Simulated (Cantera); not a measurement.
Gas mixture: 35.2 % H₂O, 64.8 % NO, at 10000 Pa, frozen composition.

Cantera's kinetic-theory transport with the Lennard-Jones parameters of GRI-Mech 3.0, ideal gas; thermal conductivity in the multicomponent form. Polar gases are described roughly by these parameters.

One state of this run: ρ (kg/m³) = 0.0620; cp (J/kg/K) = 1247; μ (µPa s) = 24.0; λ (mW/m/K) = 44.5; Pr = 0.673; D (cm²/s) CH₄ = 5.73; D (cm²/s) CO₂ = 4.11; D (cm²/s) H₂O = 6.02. D: mixture-averaged diffusion coefficient of that species in the mixture.

**Question.** Which value of T (K) does it belong to?
A) 600
B) 500
C) 900
D) 700

**Answer.** B, 500
